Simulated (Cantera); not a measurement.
A perfectly stirred reactor is fed with CH4 : O2 : N2 = 1 : 1.18 : 4.42 (molar parts), equivalence ratio 1.7, at 5.43 atm; it is adiabatic with a 498 K inlet, and is followed from long to short residence time, starting on the burning branch (τ in s: 0.12, 0.054, 0.025, 0.012, 0.0054, 0.0025, 0.0012, 0.00054, 0.00025, 0.00012, 5.4e-05).

Cantera simulation using GRI-Mech 3.0 (53 species, 325 reactions); the numbers are that mechanism's predictions, not measurements.

Problem. Predict: blow-out, bracketed by the residence times tried; x(CH4) at τ = 0.120 s; x(O2) at τ = 0.120 s; x(CH2) at τ = 0.120 s; x(H2O2) at τ = 0.120 s; x(C2H6) at τ = 0.120 s; x(CH4) at τ = 2.50 ms; x(O2) at τ = 2.50 ms; x(CH2) at τ = 2.50 ms; x(H2O2) at τ = 2.50 ms; x(C2H6) at τ = 2.50 ms.

Solution. 
- blow-out, bracketed by the residence times tried = burning at 0.540 ms, out at 0.250 ms
- x(CH4) at τ = 0.120 s = 0.00344
- x(O2) at τ = 0.120 s = 0.000116
- x(CH2) at τ = 0.120 s = 1.82e-7
- x(H2O2) at τ = 0.120 s = 3.55e-9
- x(C2H6) at τ = 0.120 s = 1.16e-6
- x(CH4) at τ = 2.50 ms = 0.0119
- x(O2) at τ = 2.50 ms = 0.00332
- x(CH2) at τ = 2.50 ms = 2.99e-6
- x(H2O2) at τ = 2.50 ms = 1.27e-7
- x(C2H6) at τ = 2.50 ms = 4.01e-5
